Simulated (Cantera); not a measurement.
Feed: 1 mol SiCl4, 0.013 mol CH4, 660 mol H2, held at 2450 K and 15.0 mbar.

These are equilibrium values from Cantera (NASA tables, ideal gas, pure condensed phases), not measurements of a reactor. Candidate condensed phases: C, C6H6, C7H8, C8H18, Si, SiC; 109 gas species. Equilibrium is a limit: real reactors are often held back by kinetics, nucleation or transport.

Base state: H2 0.842, H 0.151, HCl 0.00494, Si 0.00134, Cl 0.000627, SiH 4.30e-5 (mole fractions); condensed: gas only.

Question: What changes in the equilibrium state with this change: temperature from 2450 K to 1775 K?

Answer: 
```csv
species,before,after
H2,0.842,0.992
HCl,0.00494,0.00580
H,0.151,0.00235
Si,0.00134,0.000146
SiCl2,2.77e-7,0.000109
Cl,0.000627,1.06e-5
"Si(l), mol",0,0.778
"SiC(s), mol",0,0.0118
```
Mutual solubility and eutectic melting of coexisting phases are not modelled. The tables' values for SiCl are old estimates; treat these amounts as uncertain. Gases not in the tables: Si2H6 and higher silanes.

Question: What changes in the equilibrium state with this change: pressure from 15.0 mbar to 78.0 mbar?

Answer: 
```
species    before     after
-------  --------  --------
H2          0.842     0.924
H           0.151    0.0691
HCl       0.00494   0.00552
Si        0.00134   0.00131
SiH2      4.45e-6   2.49e-5
SiCl      4.46e-6   1.06e-5
SiH       4.30e-5  0.000101
Cl       0.000627  0.000293
```
The tables' values for SiCl are old estimates; treat these amounts as uncertain. Gases not in the tables: Si2H6 and higher silanes.
